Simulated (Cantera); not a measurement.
Ignition delay

Mixture: H2 : O2 : N2 = 1 : 0.238 : 1.24 (molar parts), equivalence ratio 2.1, at 10.0 bar, adiabatic and at constant volume. Ignition delay is the time to a rise of 400 K.

Model: GRI-Mech 3.0 (53 species, 325 reactions), integrated in Cantera. The hydrogen kinetics of GRI-Mech 3.0 are dated; newer H2 mechanisms differ, most at raised pressure. Where the delays flatten at high temperature, the 400 K rule measures the pace of heat release, not the induction time.

| T0 (K) | delay (ms) |
|---|---|
| 1000 | 6.75 |
| 1100 | 0.727 |
| 1200 | 0.0618 |
| 1300 | 0.00651 |
| 1400 | 0.00292 |
| 1500 | 0.00181 |
| 1600 | 0.00128 |
| 1700 | 0.000980 |
| 1800 | 0.000791 |
| 1900 | 0.000669 |
